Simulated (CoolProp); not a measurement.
Ammonia along the isobar 3.3 MPa: Z from the reference equation and from simpler models built on Tc = 405.6 K, pc = 11.36 MPa, ω = 0.256; each cubic takes its own stable root.

Computed with CoolProp (reference Helmholtz-energy equation of state, Gao 2020).

```json
[
 {"T (K)": "252.3", "phase": "liquid", "reference": "0.04012"},
 {"T (K)": "263.8", "phase": "liquid", "reference": "0.03924"},
 {"T (K)": "275.3", "phase": "liquid", "reference": "0.03850"},
 {"T (K)": "286.8", "phase": "liquid", "reference": "0.03791"},
 {"T (K)": "298.3", "phase": "liquid", "reference": "0.03746"},
 {"T (K)": "309.8", "phase": "liquid", "reference": "0.03716"},
 {"T (K)": "321.3", "phase": "liquid", "reference": "0.03704"},
 {"T (K)": "332.8", "phase": "liquid", "reference": "0.03712"},
 {"T (K)": "344.3", "phase": "gas", "reference": "0.7548"},
 {"T (K)": "355.8", "phase": "gas", "reference": "0.7934"},
 {"T (K)": "367.3", "phase": "gas", "reference": "0.8225"},
 {"T (K)": "378.8", "phase": "gas", "reference": "0.8454"}
]
```

Problem. How far does each simpler model (van der Waals, Redlich-Kwong, Soave-Redlich-Kwong, Peng-Robinson) lie from the reference over these 12 states: mean and median of the absolute difference, and the worst?

Solution. 
- van der Waals: mean 568.2 %, median 90.4 %, worst +2159.7 % at 332.8 K and 3.3 MPa
- Redlich-Kwong: mean 189.8 %, median 30.6 %, worst +2036.9 % at 332.8 K and 3.3 MPa
- Soave-Redlich-Kwong: mean 19.1 %, median 26.0 %, worst +28.4 % at 332.8 K and 3.3 MPa
- Peng-Robinson: mean 8.7 %, median 11.5 %, worst +13.1 % at 332.8 K and 3.3 MPa

At some of these states van der Waals, Redlich-Kwong gives the other phase, because its saturation line lies elsewhere.
